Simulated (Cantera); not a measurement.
Charge: 1 mol FeS₂, 0.11 mol H₂S, 2.2 mol H₂O, 3.7 mol SO₂, held at 1425 K and 5.00 bar.

These are equilibrium values from Cantera (NASA tables, ideal gas, pure condensed phases), not measurements of a reactor. Candidate condensed phases: Fe, FeO, Fe(OH)₂, Fe(OH)₃, FeS, FeSO₄, FeS₂, Fe₂O₃, Fe₂(SO₄)₃, Fe₃O₄, H₂O, H₂SO₄, S; 22 gas species. FeS: taken at fixed stoichiometry. The numbers say what is thermodynamically allowed, not how fast it happens.

Base state: SO₂ 0.566, H₂O 0.333, S₂ 0.0695, H₂S 0.0165, S₂O 0.00774, H₂ 0.00525, SO 0.00133, SH 0.000226 (mole fractions); condensed: FeS(s).

Q: What changes in the equilibrium state with this change: temperature from 1425 K to 750 K?

A: 
```csv
species,before,after
SO₂,0.566,0.611
H₂O,0.333,0.373
H₂S,0.0165,0.0110
S₂,0.0695,0.00362
S₈,<1e-9,0.000247
SH,0.000226,1.01e-8
"FeS(s), mol",1.000,0
"FeS₂(s), mol",0,1.00
```
Gases not in the tables: S₃ to S₇.
